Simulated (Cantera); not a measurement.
A Cantera script and its output.

```python
import numpy as np
import cantera as ct

gas = ct.Solution("gri30.yaml")


def delay(T, t_max=10):
    gas.TPX = T, 200000, {'CH4': 1, 'CO': 0.31, 'O2': 1.44, 'N2': 5.4}
    reactor = ct.IdealGasReactor(gas, clone=False)
    net = ct.ReactorNet([reactor])
    net.rtol, net.atol = 1e-8, 1e-16
    while net.time < t_max:
        t_old, T_old = net.time, reactor.T
        net.step()
        if reactor.T > T + 400:  # ignition: a rise of 400 K
            return t_old + (T + 400 - T_old) / (reactor.T - T_old) * (net.time - t_old)
    return np.nan


taus = []
for T in [1023, 1073, 1123, 1173, 1223, 1273, 1323, 1373, 1423, 1473]:
    taus.append(delay(T))
    print(f"T0 = {T:6g} K   tau = {taus[-1]:.4e} s")
```

Output:

```
T0 =   1023 K   tau = 7.3261e-01 s
T0 =   1073 K   tau = 2.9759e-01 s
T0 =   1123 K   tau = 1.2798e-01 s
T0 =   1173 K   tau = 5.7899e-02 s
T0 =   1223 K   tau = 2.7398e-02 s
T0 =   1273 K   tau = 1.3491e-02 s
T0 =   1323 K   tau = 6.8826e-03 s
T0 =   1373 K   tau = 3.6284e-03 s
T0 =   1423 K   tau = 1.9748e-03 s
T0 =   1473 K   tau = 1.1103e-03 s
```

Cantera simulation using GRI-Mech 3.0 (53 species, 325 reactions); the numbers are that mechanism's predictions, not measurements.
